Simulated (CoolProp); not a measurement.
Properties of m-xylene along the isobar 1450 kPa.

The numbers come from the reference Helmholtz-energy equation of state, Zhou 2012 in CoolProp.

| T (°C) | phase | cp (kJ/(kg K)) | cv (kJ/(kg K)) | Prandtl number |
|---|---|---|---|---|
| 232.55 | liquid | 2.514 | 1.965 | 3.61 |
| 248.85 | liquid | 2.608 | 2.012 | (withheld) |
| 265.15 | liquid | 2.724 | 2.059 | 3.28 |
| 281.55 | gas | 2.398 | 2.078 | 0.842 |
| 297.85 | gas | 2.355 | (withheld) | 0.811 |
| 314.15 | gas | 2.343 | 2.128 | 0.789 |
| 330.55 | gas | 2.347 | 2.158 | 0.772 |
| 346.85 | gas | (withheld) | 2.189 | (withheld) |

**Question.** What belongs in the gaps?

**Answer.** 
- 248.85, Prandtl number: 3.44
- 297.85, cv (kJ/(kg K)): 2.101
- 346.85, cp (kJ/(kg K)): 2.360
- 346.85, Prandtl number: 0.759

Viscosity comes from a separate model (Cao 2016). Thermal conductivity comes from a separate model (Mylona 2014).
